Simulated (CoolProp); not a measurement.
Values from CoolProp's reference Helmholtz-energy equation of state, Lemmon 2006. It is a short technical equation, of lower accuracy than the large ones.

Q: Give the vapour pressure (MPa), liquid cp (kJ/(kg K)), surface tension (mN/m) of saturated neopentane at 49.25, 53.15 °C.

A: 
```csv
T (°C),p (MPa),liquid cp (kJ/(kg K)),surface tension (mN/m)
49.25,0.349,2.46,8.61
53.15,0.387,2.49,8.25
```

Surface tension comes from a separate correlation (Mulero 2014).
